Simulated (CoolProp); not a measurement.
Saturation properties of n-heptane.

Computed with CoolProp (reference Helmholtz-energy equation of state, Span 2003). It is a short technical equation, of lower accuracy than the large ones.

| T (°C) | p (MPa) | vapour density (kg/m³) | surface tension (mN/m) | liquid conductivity (mW/(m K)) |
|---|---|---|---|---|
| -26.25 | 0.0002448 | 0.01196 | 24.9 | 138 |
| -7.75 | 0.0009284 | 0.04223 | 23.0 | 132 |
| 10.75 | 0.002865 | 0.1221 | 21.2 | 126 |
| 29.25 | 0.007502 | 0.3015 | 19.3 | 121 |
| 47.75 | 0.01720 | 0.6559 | 17.5 | 115 |
| 66.25 | 0.03540 | 1.290 | 15.7 | 110 |
| 84.75 | 0.06666 | 2.337 | 14.0 | 105 |
| 103.25 | 0.1166 | 3.967 | 12.2 | 100.0 |
| 121.75 | 0.1920 | 6.388 | 10.6 | 95.2 |
| 140.25 | 0.3003 | 9.865 | 8.92 | 90.5 |

It boils at 98.4 °C under 1 atm.

Thermal conductivity comes from a separate model (Assael 2013). Surface tension comes from a separate correlation (Mulero 2012).
